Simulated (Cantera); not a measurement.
Thermodynamics of tantalum, niobium, vanadium and zirconium in process gases, feed Ta + CO2

A closed system holds: 1 mol Ta, 0.52 mol CO2, equilibrated at 2375 K and 57.0 mbar.

Method: chemical equilibrium by Gibbs-energy minimisation in Cantera with the NASA 1993 tables (ideal gas, pure condensed phases). Candidate condensed phases: C, Ta, TaC, Ta2O5; 15 gas species. Mutual solubility and eutectic melting of coexisting phases are not modelled. Condensed phases not in the tables: Ta2C, N, O or C dissolved in the metal. Rates play no part.

| Property | Result |
|---|---|
| x(CO) | 0.995 |
| x(TaO2) | 0.00288 |
| x(CO2) | 0.00100 |
| x(TaO) | 0.000666 |
| x(O) | 2.46e-6 |
| n(Ta(s)) | 0.792 mol |
| n(Ta2O5(l)) | 0.103 mol |
| gas amount | 0.5219 mol |
| log10 activity of TaC(s) (absent) | -0.40 |
| log10 activity of C(graphite) (absent) | -3.49 |
